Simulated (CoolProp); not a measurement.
Vapour-liquid equilibrium of hydrogen sulfide (1) + n-pentane (2) at 328.1 K; x and y are mole fractions of (1).

Computed with CoolProp (multi-fluid Helmholtz-energy mixture model, Lemmon 2006 and Thol 2019; pair parameters Kunz 2012).

```tsv
x	bubble pressure, mixture model (bar)	bubble pressure, Raoult's law (bar)	y, mixture model	y, Raoult's law
0.05	3.602	3.726	[?]	0.528
0.15	[?]	7.475	[?]	0.790
0.25	12.04	11.22	0.853	0.876
0.35	[?]	14.97	0.892	0.920
0.45	[?]	18.72	0.915	0.946
0.55	22.72	22.47	0.930	0.963
0.65	[?]	26.22	[?]	0.975
0.75	28.89	29.97	0.957	0.985
0.85	32.56	33.72	0.972	0.992
0.95	36.92	37.47	0.990	0.998
```

### Question
Complete the blanks.

### Answer

- 0.05, y, mixture model: 0.487
- 0.15, bubble pressure, mixture model (bar): 7.714
- 0.15, y, mixture model: 0.766
- 0.35, bubble pressure, mixture model (bar): 16.07
- 0.45, bubble pressure, mixture model (bar): 19.59
- 0.65, bubble pressure, mixture model (bar): 25.71
- 0.65, y, mixture model: 0.944

The largest gap from Raoult's law is +7.3 % in bubble pressure, at x = 0.35. No azeotrope shows between x = 0.05 and 0.95.

Pair parameters are fitted to limited data, so mixtures are less certain than the pure fluids. The gap from Raoult's law changes sign with composition, which may be real or a fault of the pair parameters; it wasn't checked against measurements.
